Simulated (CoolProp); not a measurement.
R115 at 421.5 K and 0.654 MPa is throttled through a valve to 0.214 MPa with no heat exchange. Each further row changes one setting.

Model: reference Helmholtz-energy equation of state, Lemmon 2016, in CoolProp.

| case | temperature change (K) | final density (kg/m³) |
|---|---|---|
| as stated | ? | ? |
| outlet pressure 0.0642 MPa | ? | ? |
| outlet pressure 0.278 MPa | ? | ? |

**Question.** What belongs in the gaps?

**Answer.** 
- as stated, temperature change (K): -2.4
- as stated, final density (kg/m³): 9.61
- outlet pressure 0.0642 MPa, temperature change (K): -3.3
- outlet pressure 0.0642 MPa, final density (kg/m³): 2.86
- outlet pressure 0.278 MPa, temperature change (K): -2.1
- outlet pressure 0.278 MPa, final density (kg/m³): 12.5
